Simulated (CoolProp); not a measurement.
A simple Rankine cycle with R134a: condensing at 302.15 K, boiler at 2.83 MPa, turbine inlet 396.5 K, turbine efficiency 0.9, pump efficiency 0.7, no recuperator. Each further row changes one setting.

Model: reference Helmholtz-energy equation of state, Tillner-Roth 1994, in CoolProp.

| case | thermal efficiency (%) | net work (kJ/kg) | heat in (kJ/kg) | turbine exit temperature (K) | volume ratio over the turbine |
|---|---|---|---|---|---|
| as stated | (withheld) | 27.7 | 245 | 345.1 | 3.88 |
| turbine inlet 416.5 K | (withheld) | 30.7 | 270 | 366.8 | 3.78 |
| condensing temperature 294.15 K | 12.9 | 33.0 | 256 | 337.3 | (withheld) |
| boiler pressure 1.98 MPa | (withheld) | 22.4 | 256 | (withheld) | 2.63 |
| turbine efficiency 0.8 | 9.9 | 24.4 | 245 | 348.4 | 3.93 |

Task: Some entries are withheld; supply them.

Result: 
- as stated, thermal efficiency (%): 11.3
- turbine inlet 416.5 K, thermal efficiency (%): 11.4
- condensing temperature 294.15 K, volume ratio over the turbine: 4.89
- boiler pressure 1.98 MPa, thermal efficiency (%): 8.7
- boiler pressure 1.98 MPa, turbine exit temperature (K): 361.3
